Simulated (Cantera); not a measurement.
Cantera run, input and output.

```python
import numpy as np
import cantera as ct

gas = ct.Solution("SiF4_NH3_mec.yaml", "gas")
gas.TPX = 1973, 100000, {'NH3': 1, 'H2': 0.1}
inlet = ct.Reservoir(gas, clone=True)

reactor = ct.IdealGasConstPressureReactor(gas, energy="off", clone=False)
exhaust = ct.Reservoir(gas, clone=True)
tau = [9.1, 1.9, 0.38, 0.076, 0.015, 0.0031, 0.00064][0]
for a, b in ((inlet, reactor), (reactor, exhaust)):
    ct.MassFlowController(a, b, mdot=lambda t: reactor.mass / tau)
net = ct.ReactorNet([reactor])
show = ['NH3', 'H2', 'N', 'NH', 'NH2', 'N2', 'N2H4']

rows = []
print(f"{'tau/s':>10s}{'T/K':>9s}" + "".join(f"{s:>11s}" for s in show))
for tau in [9.1, 1.9, 0.38, 0.076, 0.015, 0.0031, 0.00064]:
    net.initial_time = 0.0
    net.advance(30 * tau)
    before = gas.X
    net.advance(40 * tau)
    drift = np.max(np.abs(gas.X - before) / (gas.X + 1e-9))
    rows.append([gas.T, *gas[show].X, drift])
    print(f"{tau:10.3e}{gas.T:9.1f}" + "".join(f"{x:11.3e}" for x in gas[show].X))
```

Output:

```
     tau/s      T/K        NH3         H2          N         NH        NH2         N2       N2H4
 9.100e+00   1973.0  8.956e-03  7.544e-01  2.573e-07  1.664e-06  3.507e-05  2.356e-01  7.087e-10
 1.900e+00   1973.0  2.661e-02  7.415e-01  4.026e-07  3.231e-06  8.443e-05  2.310e-01  4.111e-09
 3.800e-01   1973.0  9.214e-02  6.933e-01  5.102e-07  5.759e-06  2.111e-04  2.138e-01  2.573e-08
 7.600e-02   1973.0  2.952e-01  5.434e-01  5.232e-07  8.783e-06  4.752e-04  1.605e-01  1.304e-07
 1.500e-02   1973.0  6.322e-01  2.946e-01  4.347e-07  1.056e-05  8.009e-04  7.217e-02  3.705e-07
 3.100e-03   1973.0  8.328e-01  1.465e-01  3.124e-07  1.029e-05  9.787e-04  1.957e-02  5.533e-07
 6.400e-04   1973.0  8.925e-01  1.025e-01  2.315e-07  9.262e-06  1.001e-03  3.935e-03  5.783e-07
```

Detailed kinetics in Cantera: the gas-phase N/H chemistry of the illustrative SiF4/NH3 mechanism in the Surface Chemkin manual (1991). Walls and surfaces, which speed up NH3 decomposition in real reactors, are not modelled.
